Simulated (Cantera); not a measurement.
A closed system holds: 1 mol acetone, 0.069 mol H₂O, 25 mol H₂, 0.081 mol O₂, equilibrated at 525 K.

Method: chemical equilibrium by Gibbs-energy minimisation in Cantera with the NASA 1993 tables (ideal gas, pure condensed phases). Candidate condensed phases: C, C₆H₆, C₇H₈, C₈H₁₈, H₂O; 110 gas species. The feed counts by its element totals alone. The ideal-gas law is rough above about 30 bar. Equilibrium is a limit: real reactors are often held back by kinetics, nucleation or transport.

log p: log10 of the partial pressure in bar; n: condensed amount in mol.

```
P (Pa)    log p H₂  log p CH₄  log p H₂O  log p CO₂  log p CO  log p C₂H₆  n C(graphite)
--------  --------  ---------  ---------  ---------  --------  ----------  -------------
10           -4.06      -5.12      -5.37      -6.67     -7.30           …          0.934
46           -3.42      -4.26      -4.65      -6.93     -7.64           …              0
220          -2.74      -3.58      -3.97      -7.60     -8.31           …              0
1000         -2.08      -2.92      -3.31      -8.25     -8.97           …              0
4600         -1.42      -2.26      -2.65      -8.92     -9.63           …              0
22000        -0.74      -1.58      -1.97      -9.60    -10.31           …              0
100000       -0.08      -0.92      -1.31     -10.25    -10.97           …              0
460000        0.58      -0.26      -0.65     -10.92      <-11           …              0
2200000       1.26       0.42       0.03       <-10      <-10           …              0
10000000      1.92       1.08       0.69       <-10      <-10           …              0
```

**Question.** Some entries are withheld; supply them.

**Answer.** 
- 10, log p C₂H₆: -13.26
- 46, log p C₂H₆: -12.19
- 220, log p C₂H₆: -11.51
- 1000, log p C₂H₆: -10.85
- 4600, log p C₂H₆: -10.19
- 22000, log p C₂H₆: -9.51
- 100000, log p C₂H₆: -8.85
- 460000, log p C₂H₆: -8.19
- 2200000, log p C₂H₆: -7.51
- 10000000, log p C₂H₆: -6.85
